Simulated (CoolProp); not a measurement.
Vapour-liquid equilibrium of cyclohexane (1) + dimethyl carbonate (2) at 2.19 bar; x and y are mole fractions of (1).

Model: multi-fluid Helmholtz-energy mixture model, Zhou 2014 and Zhou 2011; pair parameters Bell 2016, in CoolProp.

### Question
Give the bubble temperature and the first vapour's composition at x = 0.125, 0.275, 0.5. Is there an azeotrope?

### Answer
x = 0.125: 107.0 °C, y = 0.304; x = 0.275: 102.2 °C, y = 0.458; x = 0.5: 100.0 °C, y = 0.563. y crosses x between x = 0.575 and 0.65: the model has an azeotrope there.

Pair parameters are fitted to limited data, so mixtures are less certain than the pure fluids.
